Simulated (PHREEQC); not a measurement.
**Alkaline etch or developer: an equilibrium model**

A solution holds 0.015 mol/kgw NH3, 0.00019 mol/kgw H3BO3 and 0.0057 mol/kgw K3PO4, at 32 °C. Closed to the air; pH follows from the charge balance.

All values are PHREEQC results (ion-association model, phreeqc.dat), not measurements.

This is a speciation only: nothing precipitates in the calculation.

Task: Estimate the pH, specific conductance.

Result: pH 11.35; specific conductance 2880 µS/cm.

Task: In which forms is P present?

Result: HPO4-2 78 %, PO4-3 20 %, KHPO4- 1.4 % of the P.
